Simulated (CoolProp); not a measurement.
Vapour-liquid equilibrium of R22 (1) + R114 (2) at 296.3 K; x and y are mole fractions of (1).

Model: multi-fluid Helmholtz-energy mixture model, Kamei 1995 and Platzer 1990; pair parameters Bell 2016, in CoolProp. This equation is an older, rougher fit; its heat capacities, sound speeds and derivatives of the liquid may be far off and weren't checked against measurements.

Question: Give the bubble pressure and the first vapour's composition at x = 0.35, 0.725, 0.875. Is there an azeotrope?

Answer: x = 0.35: 5.429 bar, y = 0.707; x = 0.725: 7.960 bar, y = 0.890; x = 0.875: 9.007 bar, y = 0.951. No azeotrope shows between x = 0.05 and 0.95.

The pair parameters rest on a limited set of measurements; away from them the model extrapolates.
